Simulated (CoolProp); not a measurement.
Vapour pressure (MPa) of normal hydrogen: the reference equation beside estimates from Tc = 33.1 K, pc = 1.296 MPa, ω = -0.219.

Values from CoolProp's reference Helmholtz-energy equation of state, Leachman 2009.

```csv
T (K),reference,van der Waals,Redlich-Kwong
24.5,0.2883,0.3412,0.1766
25.4,0.3489,0.4061,0.2329
26.3,0.4180,0.4785,0.3008
27.2,0.4961,0.5586,0.3811
28.1,0.5838,0.6465,0.4751
29,0.6821,0.7427,0.5836
29.9,0.7914,0.8472,0.7075
30.8,0.9129,0.9603,0.8479
31.7,1.048,1.082,1.005
32.6,1.197,1.213,1.181
```

Absolute difference from the reference over all 10 rows, mean and median: van der Waals 9.8 and 9.8 %, Redlich-Kwong 17.9 and 16.5 %.
